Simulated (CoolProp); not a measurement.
Vapour-liquid equilibrium of CH2F2 (R32) (1) + R142b (2) at 4.13 bar; x and y are mole fractions of (1).

Model: multi-fluid Helmholtz-energy mixture model, Tillner-Roth 1997 and Lemmon 2006; pair parameters Bell 2016, in CoolProp.

```tsv
x	bubble temperature, mixture model (K)	bubble temperature, Raoult's law (K)	y, mixture model	y, Raoult's law
0.05	298.4	298.8	0.199	0.208
0.15	287.5	289.1	0.477	0.478
0.25	279.0	281.7	0.645	0.642
0.35	272.7	275.8	0.749	0.749
0.45	267.8	270.9	0.816	0.823
0.55	264.2	266.7	0.863	0.877
0.65	261.2	263.2	0.899	0.917
0.75	258.8	260.0	0.928	0.948
0.85	256.6	257.3	0.956	0.972
0.95	254.6	254.8	0.984	0.992
```

The largest gap from Raoult's law is -3.1 K in bubble temperature, at x = 0.35. No azeotrope shows between x = 0.05 and 0.95.

The pair parameters rest on a limited set of measurements; away from them the model extrapolates.
